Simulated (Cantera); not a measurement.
A freely propagating, adiabatic, planar premixed flame of CH4 : O2 : N2 = 1 : 2.86 : 10.7 (molar parts), equivalence ratio 0.70, unburnt at 423 K and 3.20 bar; mixture-averaged transport, grid criteria slope 0.08 and curve 0.16, no radiation.

Detailed kinetics in Cantera: GRI-Mech 3.0 (53 species, 325 reactions). Burning velocities carry a grid error of a few per cent, more on coarse grids.

Q: What does this change do: N2 10.7 to 8.3 parts?

A: 
| quantity | before | after |
|---|---|---|
| laminar burning velocity | 23.1 cm/s | 43.4 cm/s |
| thermal thickness | 0.255 mm | 0.159 mm |
| peak x(H2O2) | 5.52e-5 | 6.81e-5 |
| peak x(CH2) | 7.80e-6 | 1.85e-5 |

Q: What does this change do: inlet temperature 423 to 625 K?

A: 
```tsv
quantity	before	after
laminar burning velocity	23.1 cm/s	60.8 cm/s
thermal thickness	0.255 mm	0.174 mm
peak x(H2O2)	5.52e-5	4.49e-5
peak x(CH2)	7.80e-6	1.53e-5
```

Q: What does this change do: 1.2 parts CO2 added?

A: 
```
quantity                     before      after
------------------------  ---------  ---------
laminar burning velocity  23.1 cm/s  12.1 cm/s
thermal thickness          0.255 mm   0.415 mm
peak x(H2O2)                5.52e-5    4.33e-5
peak x(CH2)                 7.80e-6    3.01e-6
```
